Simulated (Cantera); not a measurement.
A perfectly stirred reactor is fed with 7.16 % CH4, 16.2 % O2, 76.6 % N2, at 39000 Pa; it is adiabatic with a 375 K inlet, and is followed from long to short residence time, starting on the burning branch (τ in s: 0.1, 0.043, 0.018, 0.0076, 0.0032, 0.0013, 0.00056, 0.00023, 9.8e-05, 4.1e-05, 1.7e-05, 7.2e-06).

Model: GRI-Mech 3.0 (53 species, 325 reactions), integrated in Cantera.

x: mole fraction; the columns are a selection and need not sum to one.

```json
[
 {"τ (s)": "0.10", "T (K)": "1907", "x CH4": "9.61e-6", "x O2": "0.0211", "x HO2": "9.99e-7", "x C2H2": "1.00e-9", "x OH": "0.00301"},
 {"τ (s)": "0.043", "T (K)": "1880", "x CH4": "1.67e-5", "x O2": "0.0221", "x HO2": "1.47e-6", "x C2H2": "1.75e-9", "x OH": "0.00364"},
 {"τ (s)": "0.018", "T (K)": "1843", "x CH4": "3.04e-5", "x O2": "0.0236", "x HO2": "2.18e-6", "x C2H2": "3.22e-9", "x OH": "0.00430"},
 {"τ (s)": "0.0076", "T (K)": "1796", "x CH4": "5.70e-5", "x O2": "0.0254", "x HO2": "3.14e-6", "x C2H2": "6.56e-9", "x OH": "0.00485"},
 {"τ (s)": "0.0032", "T (K)": "1740", "x CH4": "___", "x O2": "___", "x HO2": "___", "x C2H2": "___", "x OH": "0.00520"},
 {"τ (s)": "0.0013", "T (K)": "1674", "x CH4": "0.000261", "x O2": "0.0308", "x HO2": "6.45e-6", "x C2H2": "5.10e-8", "x OH": "0.00520"},
 {"τ (s)": "0.00056", "T (K)": "1602", "x CH4": "0.000678", "x O2": "0.0357", "x HO2": "1.06e-5", "x C2H2": "2.27e-7", "x OH": "0.00464"},
 {"τ (s)": "0.00023", "T (K)": "375", "x CH4": "0.0716", "x O2": "0.162", "x HO2": "<1e-12", "x C2H2": "<1e-12", "x OH": "<1e-12"},
 {"τ (s)": "9.8e-5", "T (K)": "375", "x CH4": "0.0716", "x O2": "0.162", "x HO2": "<1e-12", "x C2H2": "<1e-12", "x OH": "<1e-12"},
 {"τ (s)": "4.1e-5", "T (K)": "375", "x CH4": "0.0716", "x O2": "0.162", "x HO2": "<1e-12", "x C2H2": "<1e-12", "x OH": "<1e-12"},
 {"τ (s)": "1.7e-5", "T (K)": "375", "x CH4": "0.0716", "x O2": "0.162", "x HO2": "<1e-12", "x C2H2": "<1e-12", "x OH": "<1e-12"},
 {"τ (s)": "7.2e-6", "T (K)": "375", "x CH4": "0.0716", "x O2": "0.162", "x HO2": "<1e-12", "x C2H2": "<1e-12", "x OH": "<1e-12"}
]
```

### Question
What belongs in the gaps?

### Answer

- 0.0032, x CH4: 0.000114
- 0.0032, x O2: 0.0277
- 0.0032, x HO2: 4.43e-6
- 0.0032, x C2H2: 1.58e-8
